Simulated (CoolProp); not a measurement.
A single-stage vapour-compression cycle with R236FA: evaporating at 259.15 K (dew point), condensing at 305.15 K (bubble point), superheat 8 K, subcooling 2 K, compressor efficiency 0.7, no pressure losses. Each further row changes one setting.

Model: reference Helmholtz-energy equation of state, Pan 2012, in CoolProp.

| case | cooling COP | pressure ratio | discharge temperature (K) | refrigerating effect (kJ/kg) | volumetric capacity (kJ/m³) |
|---|---|---|---|---|---|
| as stated | 3.19 | 5.85 | 318.3 | 119 | 487 |
| evaporating temperature 264.15 K | [?] | 4.66 | [?] | 122 | 622 |
| condensing temperature 300.15 K | [?] | 4.98 | 313.4 | 125 | 513 |
| subcooling 7 K | 3.36 | 5.85 | 318.3 | 125 | 513 |
| superheat 18 K | 3.27 | 5.85 | 328.7 | 126 | 499 |
| compressor efficiency 0.6 | [?] | 5.85 | 325.0 | 119 | 487 |

Task: Complete the blanks.

Result: 
- evaporating temperature 264.15 K, cooling COP: 3.76
- evaporating temperature 264.15 K, discharge temperature (K): 317.1
- condensing temperature 300.15 K, cooling COP: 3.71
- compressor efficiency 0.6, cooling COP: 2.74
